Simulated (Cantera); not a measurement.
Charge: 1 mol SiH4, 18 mol N2, 0.34 mol H2, at 1423 K and 7300 Pa.

These are equilibrium values from Cantera (NASA tables, ideal gas, pure condensed phases), not measurements of a reactor. Candidate condensed phases: Si, Si3N4; 18 gas species. N2 is the only nitrogen source here; it is nearly inert below about 1500 K, so the nitride shown seldom forms there in practice. Equilibrium is a limit: real reactors are often held back by kinetics, nucleation or transport.

Task: What is the equilibrium state?

Result: 
```json
{
 "x(N2)": "0.881",
 "x(H2)": "0.119",
 "x(H)": "8.48e-6",
 "n(Si3N4(s))": "0.333 mol",
 "gas_amount": "19.67 mol",
 "log10 activity of Si(s) (absent)": "-2.55"
}
```
